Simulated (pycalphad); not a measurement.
CALPHAD calculation (pycalphad, COST 507 light-alloy database (1999)), 1 atm. The data set is of 1999 and partly superseded. Phase fractions are per mole of atoms.

Task: Give the equilibrium state of Si-14.53C (at.%) at 767 °C.

Result: diamond (Si), fraction 0.709, with <0.01 C at.%; CSI, fraction 0.291, with 50.0 C at.%.

Task: Give the equilibrium state of Si-14.53C (at.%) at 2327 °C.

Result: liquid, fraction 0.739, with 2.0 C at.%; CSI, fraction 0.261, with 50.0 C at.%.

Database names, with the compositions (at.%) that they take in these runs: CSI: Si 50 C 50.
